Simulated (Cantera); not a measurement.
Feed: 1 mol Zr, 0.69 mol H2O, 270 mol H2, at 2073.15 K and 5.90 mbar.

Cantera equilibrium calculation (NASA polynomials, part measured and part estimated; ideal gas, pure solids and liquids). Candidate condensed phases: H2O, Zr, ZrO2; 12 gas species. Mutual solubility and eutectic melting of coexisting phases are not modelled. Condensed phases not in the tables: N, O or C dissolved in the metal. Kinetics and transport are ignored.

Base state: H2 0.966, H 0.0337, ZrO 3.22e-5 (mole fractions); condensed: Zr(β) + ZrO2(tetragonal).

Task: What changes in the equilibrium state with this change: temperature from 2073.15 K to 2223 K?

Result: 
| species | before | after |
|---|---|---|
| H2 | 0.966 | 0.920 |
| H | 0.0337 | 0.0800 |
| ZrO | 3.22e-5 | 0.000342 |
| Zr | 1.49e-6 | 1.48e-5 |
| Zr(β), mol | 0.650 | 0 |
| ZrO2(tetragonal), mol | 0.340 | 0.296 |
| Zr(l), mol | 0 | 0.603 |
